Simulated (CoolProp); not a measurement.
Vapour-liquid equilibrium of toluene (1) + o-xylene (2) at 552 kPa; x and y are mole fractions of (1).

Computed with CoolProp (multi-fluid Helmholtz-energy mixture model, Lemmon 2006 and Zhou 2012; pair parameters Bell 2016).

### Question
Give the bubble temperature and the first vapour's composition at x = 0.15, 0.65, 0.75. Is there an azeotrope?

### Answer
x = 0.15: 215.2 °C, y = 0.239; x = 0.65: 194.5 °C, y = 0.778; x = 0.75: 191.1 °C, y = 0.850. No azeotrope shows between x = 0.05 and 0.95.

The pair parameters rest on a limited set of measurements; away from them the model extrapolates.
